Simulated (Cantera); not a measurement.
A closed system holds: 1 mol SiH2Cl2, 3.6 mol N2.

These are equilibrium values from Cantera (NASA tables, ideal gas, pure condensed phases), not measurements of a reactor. Candidate condensed phases: NH4Cl, Si, Si3N4; 28 gas species. N2 is the only nitrogen source here; it is nearly inert below about 1500 K, so the nitride shown seldom forms there in practice. The tables' values for SiCl3 are old estimates. Rates play no part.

### Question
What condenses at these points (T in °C, P in Pa): (902, 100000); (902, 3700); (1252, 3700); (1352, 5); (1202, 19000); (1502, 5)?

### Answer
```csv
T (°C),P in Pa,condensed phases,Si condensed (%)
902,100000,Si3N4,75.9
902,3700,Si3N4,79.7
1252,3700,Si3N4,65.8
1352,5,Si,19.1
1202,19000,Si3N4,76.0
1502,5,gas only,0.0
```
